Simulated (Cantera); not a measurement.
# Pyrogenic steam for wet oxidation

An isothermal, constant-pressure homogeneous reactor starts with H2 : O2 : N2 = 1.4 : 1 : 0.56 (molar parts), equivalence ratio 0.70, at 1273 K and 100.0 Torr.

Detailed kinetics in Cantera: GRI-Mech 3.0 (53 species, 325 reactions). The temperature is held fixed by assumption; the heat of reaction is taken as removed at once.

```
t (s)        x H2   x O2     x N2O     x NO    x H2O2       x H     x NO2
--------  -------  -----  --------  -------  --------  --------  --------
2.00e-6     0.473  0.338    <1e-12   <1e-12  7.55e-12   1.07e-8    <1e-12
1.12e-5     0.473  0.338    <1e-12   <1e-12  2.36e-10   1.17e-7    <1e-12
6.26e-5     0.472  0.338  1.19e-12   <1e-12   2.78e-8  0.000302    <1e-12
0.000350   0.0344  0.143   8.98e-9  5.73e-6   5.54e-6    0.0527  4.24e-10
0.00196   0.00108  0.133   2.28e-8  6.68e-6   2.04e-6  0.000190   1.37e-8
0.0110    3.24e-5  0.133   2.73e-8  6.66e-6   2.31e-7   1.17e-6   4.44e-8
0.0613    2.74e-6  0.133   2.80e-8  6.68e-6   3.35e-8   3.42e-8   2.52e-8
0.343     4.56e-7  0.133   2.46e-8  6.69e-6   6.66e-9   2.46e-9   1.84e-8
1.92      2.50e-7  0.133   1.06e-8  6.68e-6   3.67e-9  9.87e-10   2.34e-8
10.7      2.49e-7  0.133   2.07e-9  6.68e-6   3.66e-9  9.82e-10   2.35e-8
60.0      2.49e-7  0.133   2.04e-9  6.68e-6   3.66e-9  9.82e-10   2.35e-8
```
x: mole fraction; the columns are a selection and need not sum to one.

Equilibrium at this temperature and pressure: H2 2.49e-7, O2 0.133, N2O 2.04e-9, NO 0.000148, H2O2 3.66e-9, H 9.82e-10, NO2 5.20e-7 (gas phase only).
